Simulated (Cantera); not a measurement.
Charge: 1 mol Cu2O, 2.6 mol CH4, 0.11 mol CO, at 1798.15 K and 11000 Pa.

Cantera equilibrium calculation (NASA polynomials, part measured and part estimated; ideal gas, pure solids and liquids). Candidate condensed phases: C, C6H6, C7H8, C8H18, Cu, CuO, Cu(OH)2, Cu2O, H2O; 113 gas species. Equilibrium is a limit: real reactors are often held back by kinetics, nucleation or transport.

Base state: H2 0.819, CO 0.175, Cu 0.00482, H 0.000962, C2H2 (acetylene) 0.000141, CH4 5.71e-5 (mole fractions); condensed: C(graphite) + Cu(l).

Problem. What changes in the equilibrium state with this change: CH4 from 2.6 to 0.82 mol?

Solution. 
```json
[
 {"species": "H2", "before": "0.819", "after": "0.574"},
 {"species": "CO", "before": "0.175", "after": "0.350"},
 {"species": "H2O", "before": "4.54e-6", "after": "0.0601"},
 {"species": "Cu", "before": "0.00482", "after": "0.00482"},
 {"species": "C2H2 (acetylene)", "before": "0.000141", "after": "<1e-9"},
 {"species": "CO2", "before": "2.54e-7", "after": "0.00961"},
 {"species": "CH4", "before": "5.71e-5", "after": "2.98e-9"},
 {"species": "H", "before": "0.000962", "after": "0.000806"},
 {"species": "C(graphite), mol", "before": "1.60", "after": "0"},
 {"species": "Cu(l), mol", "before": "1.97", "after": "1.99"}
]
```
